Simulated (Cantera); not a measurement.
An isothermal, constant-pressure homogeneous reactor starts with H2 : O2 : N2 = 0.84 : 1 : 1.4 (molar parts), equivalence ratio 0.42, at 1150 K and 0.799 atm.

Detailed kinetics in Cantera: GRI-Mech 3.0 (53 species, 325 reactions). The temperature is held fixed by assumption; the heat of reaction is taken as removed at once.

x: mole fraction; the columns are a selection and need not sum to one.

```tsv
t (s)	x H2	x O2	x OH	x NO	x H2O	x H2O2
0.000800	0.00156	0.206	5.23e-5	(withheld)	0.296	9.61e-6
0.00228	0.000658	0.206	2.66e-5	(withheld)	0.297	3.04e-6
0.00651	0.000185	0.206	1.35e-5	9.37e-7	0.298	4.17e-7
0.0186	3.09e-5	0.206	6.96e-6	9.25e-7	0.298	3.14e-8
0.0530	1.61e-6	0.206	4.51e-6	(withheld)	0.298	5.50e-9
0.151	8.47e-9	0.206	3.29e-6	1.67e-6	0.298	2.72e-9
0.431	3.20e-9	0.206	2.81e-6	1.74e-6	0.298	2.00e-9
1.23	3.16e-9	0.206	2.68e-6	1.74e-6	0.298	1.84e-9
3.51	3.16e-9	0.206	2.68e-6	1.74e-6	0.298	1.83e-9
10.0	3.16e-9	0.206	2.68e-6	1.74e-6	0.298	1.83e-9
```

Q: Complete the blanks.

A: 
- 0.000800, x NO: 1.40e-6
- 0.00228, x NO: 1.14e-6
- 0.0530, x NO: 1.29e-6
